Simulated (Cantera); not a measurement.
Feed: 1 mol Si3H8, 0.86 mol HCl, 110 mol H2, held at 1823 K and 1.20 mbar.

Cantera equilibrium calculation (NASA polynomials, part measured and part estimated; ideal gas, pure solids and liquids). Candidate condensed phases: Si; 19 gas species. The feed counts by its element totals alone. The tables' values for SiCl are old estimates; treat these amounts as uncertain. Gases not in the tables: Si2H6 and higher silanes. The numbers say what is thermodynamically allowed, not how fast it happens.

Base state: H2 0.976, H 0.0124, HCl 0.00698, Si 0.00368, SiCl2 0.000149, SiH 0.000135, SiCl 6.82e-5, Cl 6.74e-5 (mole fractions); condensed: Si(l).

Task: What changes in the equilibrium state with this change: temperature from 1823 K to 1323.15 K?

Result: 
```tsv
species	before	after
H2	0.976	0.993
HCl	0.00698	0.00720
SiCl2	0.000149	0.000143
H	0.0124	4.57e-5
Si	0.00368	7.43e-8
Si2	2.38e-5	<1e-9
SiH	0.000135	1.88e-8
Si(l), mol	2.52	0
Si(s), mol	0	2.98
```
